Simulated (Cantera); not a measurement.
A Cantera script and what it prints.

```python
import numpy as np
import cantera as ct

gas_names = """
    B BH BH2 BH3 BN BO BO2 B2 B2O B2O2 B2O3 B3O3H3 H HBO HBO2 HNO HNO2 HNO3 HO2 H2 H2O H2O2 H3B3O6 N NH
    NH2 NH3 NH2OH NO NO2 NO3 N2 N2H2 N2H4 N2O O OH O2 O3
""".split()
cond_names = """
    B(b) B(L) BN(s) B2O3(L) B3O3H3(cr) H2O(s) H2O(L)
""".split()


# ... load() reads the species with a 1 bar reference pressure and builds the phases ...
atoms = {
    'B2O3': {'B': 2, 'O': 3},
    'NH3': {'N': 1, 'H': 3},
    'N2': {'N': 2},
    'O2': {'O': 2},
}
top_T = {'BN(s)': 3200}  # K; cautious upper limits of use, not melting points


# ... equilibrate(T, P, feed) seeds the gas with the atoms and calls Mixture.equilibrate('TP', solver="vcs", rtol=1e-11, max_steps=5000) ...
results = []
feed = {'B2O3': 1, 'NH3': 0.2, 'N2': 9.7, 'O2': 6.6}  # mol
P = 9900  # Pa
for T in [1300, 1350, 1400, 1450, 1500, 1550, 1600, 1650]:
    mix = equilibrate(T, P, feed)
    results.append((T, P, feed, dict(zip(mix.species_names, mix.species_moles))))
    x = sorted(zip(gas.X, gas.species_names), reverse=True)
    print(f"T = {T:g} K  P = {P:g} Pa  gas = {mix.phase_moles(0):.4g} mol")
    print("   x: " + "  ".join(f"{s} {v:.3e}" for v, s in x if v > 1e-05))
    print("   condensed (mol): " + ("  ".join(f"{mix.phase(i).name} {mix.phase_moles(i):.4g}"
          for i in range(1, mix.n_phases) if mix.phase_moles(i) > 1e-12) or "none"))
```

Output:

```
T = 1300 K  P = 9900 Pa  gas = 16.56 mol
   x: N2 5.915e-01  O2 3.892e-01  H2O 1.746e-02  HBO2 1.292e-03  NO 4.669e-04
   condensed (mol): B2O3(L) 0.9891
T = 1350 K  P = 9900 Pa  gas = 16.57 mol
   x: N2 5.911e-01  O2 3.890e-01  H2O 1.696e-02  HBO2 2.269e-03  NO 6.384e-04  OH 1.570e-05
   condensed (mol): B2O3(L) 0.9809
T = 1400 K  P = 9900 Pa  gas = 16.58 mol
   x: N2 5.906e-01  O2 3.885e-01  H2O 1.618e-02  HBO2 3.779e-03  NO 8.532e-04  OH 2.575e-05  B2O3 2.427e-05
   condensed (mol): B2O3(L) 0.9681
T = 1450 K  P = 9900 Pa  gas = 16.6 mol
   x: N2 5.898e-01  O2 3.879e-01  H2O 1.506e-02  HBO2 5.975e-03  NO 1.117e-03  B2O3 7.591e-05  OH 4.022e-05  BO2 1.979e-05
   condensed (mol): B2O3(L) 0.9489
T = 1500 K  P = 9900 Pa  gas = 16.63 mol
   x: N2 5.886e-01  O2 3.871e-01  H2O 1.353e-02  HBO2 8.963e-03  NO 1.436e-03  B2O3 2.191e-04  OH 5.977e-05  BO2 4.890e-05
   condensed (mol): B2O3(L) 0.9214
T = 1550 K  P = 9900 Pa  gas = 16.67 mol
   x: N2 5.871e-01  O2 3.860e-01  HBO2 1.272e-02  H2O 1.159e-02  NO 1.814e-03  B2O3 5.886e-04  BO2 1.138e-04  OH 8.426e-05  O 1.545e-05
   condensed (mol): B2O3(L) 0.8832
T = 1600 K  P = 9900 Pa  gas = 16.72 mol
   x: N2 5.850e-01  O2 3.845e-01  HBO2 1.704e-02  H2O 9.362e-03  NO 2.256e-03  B2O3 1.481e-03  BO2 2.506e-04  OH 1.123e-04  O 2.858e-05
   condensed (mol): B2O3(L) 0.8306
T = 1650 K  P = 9900 Pa  gas = 16.8 mol
   x: N2 5.821e-01  O2 3.824e-01  HBO2 2.148e-02  H2O 7.050e-03  B2O3 3.514e-03  NO 2.765e-03  BO2 5.253e-04  OH 1.410e-04  O 5.090e-05
   condensed (mol): B2O3(L) 0.7562
```

Cantera equilibrium calculation (NASA polynomials, part measured and part estimated; ideal gas, pure solids and liquids). Gases not in the tables: H3BO3.
